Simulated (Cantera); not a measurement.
# Ignition delay

Mixture: 10.4 % CH₄, 18.8 % O₂, 70.8 % N₂, equivalence ratio 1.1, at 1.88 atm, adiabatic and at constant pressure. Ignition delay is the time to a rise of 400 K.

Computed with Cantera and GRI-Mech 3.0 (53 species, 325 reactions).

| T0 (K) | delay (ms) |
|---|---|
| 1225 | 19.4 |
| 1300 | 7.31 |
| 1375 | 2.95 |
| 1450 | 1.27 |
| 1525 | 0.584 |
| 1600 | 0.289 |
| 1675 | 0.155 |
| 1750 | 0.0889 |
| 1825 | 0.0543 |
| 1900 | 0.0350 |

```yaml
apparent activation energy between 1750 and 1900 K: 170 kJ/mol
```
